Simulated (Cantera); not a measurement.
Input (Python, Cantera):

```python
import numpy as np
import cantera as ct

gas = ct.Solution("gri30.yaml")
gas.TPX = 625, 13332, {'CH4': 1, 'CO': 0.87, 'O2': 3.43, 'N2': 12.9}
flame = ct.FreeFlame(gas, width=0.16)
flame.set_refine_criteria(ratio=3, slope=0.08, curve=0.16)
flame.transport_model = "mixture-averaged"
flame.solve(loglevel=0, auto=True)
z, T = flame.grid, flame.T
thick = (T[-1] - T[0]) / np.gradient(T, z).max()
show = ['CH4', 'CO', 'O2', 'CH2', 'HCN', 'H2O']
print(f"laminar burning velocity  {flame.velocity[0] * 100:.3f} cm/s")
print(f"burnt temperature         {T[-1]:.1f} K")
print(f"thermal thickness         {thick * 1e3:.4f} mm")
print(f"grid points               {len(z)}")
z0 = z[flame.heat_release_rate.argmax()]
print(f"{'z/mm':>9s}{'T/K':>9s}{'u/(m/s)':>9s}" + "".join(f"{s:>11s}" for s in show))
rows = []
for k in (-3, -2, -1.5, -1, -0.5, -0.25, 0, 0.25, 0.5, 1, 2, 4, 8):
    zz = z0 + k * thick
    rows.append([k * thick, np.interp(zz, z, T), np.interp(zz, z, flame.velocity),
                 *(np.interp(zz, z, flame.X[gas.species_index(s)]) for s in show)])
    print(f"{rows[-1][0] * 1e3:9.3f}{rows[-1][1]:9.1f}{rows[-1][2]:9.3f}" + "".join(f"{x:11.3e}" for x in rows[-1][3:]))
```

It prints:

```
laminar burning velocity  184.308 cm/s
burnt temperature         2122.5 K
thermal thickness         2.3584 mm
grid points               160
     z/mm      T/K  u/(m/s)        CH4         CO         O2        CH2        HCN        H2O
   -7.075    625.0    1.843  5.494e-02  4.779e-02  1.884e-01  1.807e-16  7.867e-15  1.023e-06
   -4.717    625.1    1.845  5.490e-02  4.777e-02  1.883e-01  4.604e-13  4.524e-13  1.806e-05
   -3.538    626.1    1.849  5.481e-02  4.773e-02  1.881e-01  8.625e-11  6.503e-12  1.247e-04
   -2.358    639.2    1.892  5.410e-02  4.768e-02  1.871e-01  9.328e-09  2.659e-10  1.447e-03
   -1.179    794.2    2.370  4.627e-02  5.015e-02  1.766e-01  2.764e-07  1.093e-08  1.589e-02
   -0.590   1072.9    3.227  2.987e-02  5.796e-02  1.532e-01  4.786e-06  5.498e-08  4.151e-02
    0.000   1418.7    4.295  8.639e-03  6.768e-02  1.153e-01  1.637e-05  1.668e-07  7.421e-02
    0.590   1569.3    4.755  8.530e-04  6.297e-02  8.945e-02  3.073e-06  1.513e-07  9.037e-02
    1.179   1607.7    4.857  4.553e-05  5.215e-02  7.872e-02  1.726e-07  6.004e-08  9.319e-02
    2.358   1647.4    4.948  1.265e-07  3.721e-02  7.108e-02  5.437e-10  6.133e-09  9.124e-02
    4.717   1698.6    5.071  1.412e-11  2.644e-02  6.656e-02  7.563e-14  9.431e-11  8.984e-02
    9.434   1762.6    5.236  4.254e-17  2.267e-02  6.458e-02  3.867e-18  1.769e-13  9.194e-02
   18.867   1842.0    5.442  5.764e-19  2.033e-02  6.316e-02  1.723e-18  6.634e-14  9.576e-02
```

Model: GRI-Mech 3.0 (53 species, 325 reactions), integrated in Cantera. Burning velocities carry a grid error of a few per cent, more on coarse grids.
